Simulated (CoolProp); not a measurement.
Saturation properties of sulfur hexafluoride.

Computed with CoolProp (reference Helmholtz-energy equation of state, Guder 2009).

```tsv
T (°C)	p (bar)	liquid density (kg/m³)	vapour density (kg/m³)	enthalpy of vaporisation (kJ/kg)
-37.05	3.812	(withheld)	31.51	105.1
-33.95	4.275	1765	35.20	103.7
-30.85	4.778	1748	39.23	102.2
-27.85	5.306	1732	43.48	(withheld)
-24.75	5.897	1714	48.24	99.06
-21.65	6.534	1697	53.43	97.41
-18.55	7.222	1678	59.07	95.70
-15.45	(withheld)	1660	65.21	93.94
-12.45	8.730	1641	71.65	(withheld)
-9.35	9.581	1621	78.89	90.26
```

### Question
Some entries are withheld; supply them.

### Answer

- -37.05, liquid density (kg/m³): 1781
- -27.85, enthalpy of vaporisation (kJ/kg): 100.7
- -15.45, p (bar): 7.962
- -12.45, enthalpy of vaporisation (kJ/kg): 92.16
